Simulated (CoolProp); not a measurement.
Methanol at several states: Z from the reference equation and from simpler models built on Tc = 513.4 K, pc = 8.216 MPa, ω = 0.565; each cubic takes its own stable root.

Computed with CoolProp (reference Helmholtz-energy equation of state, de Reuck 1993).

```json
[
 {"T (K)": "270.8", "p (MPa)": "43.1", "phase": "liquid", "reference": "0.7277"},
 {"T (K)": "532.2", "p (MPa)": "1.68", "phase": "gas", "reference": "0.9401"},
 {"T (K)": "296", "p (MPa)": "0.209", "phase": "liquid", "reference": "0.003451"},
 {"T (K)": "312.4", "p (MPa)": "30.9", "phase": "liquid", "reference": "0.4759"}
]
```

Task: How far does each simpler model (van der Waals, Redlich-Kwong, Soave-Redlich-Kwong, Peng-Robinson) lie from the reference over these 4 states: mean and median of the absolute difference, and the worst?

Result: 
- van der Waals: mean 7069.7 %, median 99.1 %, worst +28080.2 % at 296 K and 0.209 MPa
- Redlich-Kwong: mean 29.0 %, median 38.4 %, worst +38.6 % at 312.4 K and 30.9 MPa
- Soave-Redlich-Kwong: mean 23.7 %, median 30.8 %, worst +33.0 % at 270.8 K and 43.1 MPa
- Peng-Robinson: mean 13.1 %, median 16.4 %, worst +18.7 % at 270.8 K and 43.1 MPa

At some of these states van der Waals gives the other phase, because its saturation line lies elsewhere.
